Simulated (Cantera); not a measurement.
Cantera run, input and output.

```python
import numpy as np
import cantera as ct

gas = ct.Solution("gri30.yaml")
gas.TPX = 1550, 100000, {'CH4': 1, 'CO2': 0.57}
inlet = ct.Reservoir(gas, clone=True)

reactor = ct.IdealGasConstPressureReactor(gas, energy="off", clone=False)
exhaust = ct.Reservoir(gas, clone=True)
tau = [1.2, 0.54, 0.25, 0.11, 0.053, 0.024, 0.011, 0.0051][0]
for a, b in ((inlet, reactor), (reactor, exhaust)):
    ct.MassFlowController(a, b, mdot=lambda t: reactor.mass / tau)
net = ct.ReactorNet([reactor])
show = ['CH4', 'CO2', 'CO', 'O', 'H']

rows = []
print(f"{'tau/s':>10s}{'T/K':>9s}" + "".join(f"{s:>11s}" for s in show))
for tau in [1.2, 0.54, 0.25, 0.11, 0.053, 0.024, 0.011, 0.0051]:
    net.initial_time = 0.0
    net.advance(30 * tau)
    before = gas.X
    net.advance(40 * tau)
    drift = np.max(np.abs(gas.X - before) / (gas.X + 1e-9))
    rows.append([gas.T, *gas[show].X, drift])
    print(f"{tau:10.3e}{gas.T:9.1f}" + "".join(f"{x:11.3e}" for x in gas[show].X))
```

Result:

```
     tau/s      T/K        CH4        CO2         CO          O          H
 1.200e+00   1550.0  1.315e-01  7.177e-02  2.042e-01  2.122e-12  1.387e-05
 5.400e-01   1550.0  1.917e-01  1.158e-01  1.601e-01  2.087e-12  1.135e-05
 2.500e-01   1550.0  2.753e-01  1.800e-01  1.079e-01  1.833e-12  9.097e-06
 1.100e-01   1550.0  3.797e-01  2.543e-01  5.456e-02  1.366e-12  6.898e-06
 5.300e-02   1550.0  4.653e-01  3.038e-01  2.367e-02  9.441e-13  5.055e-06
 2.400e-02   1550.0  5.371e-01  3.357e-01  7.872e-03  5.841e-13  3.255e-06
 1.100e-02   1550.0  5.850e-01  3.517e-01  2.260e-03  3.295e-13  1.838e-06
 5.100e-03   1550.0  6.131e-01  3.590e-01  5.790e-04  1.676e-13  9.017e-07
```

Cantera simulation using GRI-Mech 3.0 (53 species, 325 reactions); the numbers are that mechanism's predictions, not measurements. GRI-Mech 3.0 stops at C3 and has no aromatics, soot or wall deposition, so with more carbon than oxygen in the feed, carbon stays in small species such as C2H2 where larger ones or solid carbon would form.
